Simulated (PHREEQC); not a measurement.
Consider water at 25 °C with 0.0015 mol/kgw ZnSO4, 4.2e-05 mol/kgw H3BO3 and 0.00095 mol/kgw H2SO4. Closed to the air; pH follows from the charge balance.

All values are PHREEQC results (ion-association model, phreeqc.dat), not measurements.

This is a speciation only: nothing precipitates in the calculation.

Q: Order these Zn species by the share of Zn that they hold, largest first: ZnSO4, Zn+2, Zn(SO4)2-2.

A: Zn+2 (81 %), ZnSO4 (18 %), Zn(SO4)2-2 (0.29 %)

Q: Order these S species by the share of S that they hold, largest first: Zn(SO4)2-2, SO4-2, ZnSO4, HSO4-.

A: SO4-2 (79 %), ZnSO4 (11 %), HSO4- (9.2 %), Zn(SO4)2-2 (0.36 %)

The pH is 2.81 and the ionic strength 0.00728 mol/kgw.
